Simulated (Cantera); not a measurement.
B2O3 + O2 (boron, boron nitride and boron oxide)

Feed: 1 mol B2O3, 5.8 mol O2, equilibrated at 1800 K.

Equilibrium computed with Cantera from the NASA thermochemical tables; the gas is ideal and each condensed phase is pure. Candidate condensed phases: B, B2O3; 10 gas species. Rates play no part.

```tsv
P (Pa)	x O2	x B2O3	x BO2	x O	x BO	x B2O2	n B2O3(l)
10	0.821	0.121	0.0477	0.0110	0.000162	2.44e-7	0
32	0.830	0.127	0.0367	0.00620	6.91e-5	1.43e-7	0
100	0.837	0.132	0.0281	0.00352	2.99e-5	8.35e-8	0
320	0.841	0.135	0.0214	0.00197	1.27e-5	4.79e-8	0
1000	0.844	0.138	0.0163	0.00112	5.43e-6	2.76e-8	0
3200	0.881	0.107	0.0108	0.000639	1.98e-6	1.17e-8	0.262
10000	0.961	0.0343	0.00470	0.000377	4.66e-7	2.03e-9	0.779
32000	0.987	0.0107	0.00198	0.000214	1.08e-7	3.49e-10	0.931
100000	0.996	0.00343	0.000843	0.000121	2.60e-8	6.30e-11	0.978
```
x: gas mole fraction; n: condensed amount in mol.

From 0.0750 Torr to 7.50 Torr nothing is condensed. From 24.0 Torr to 750 Torr the condensed part is B2O3(l). The main B-bearing gas is B2O3 throughout.
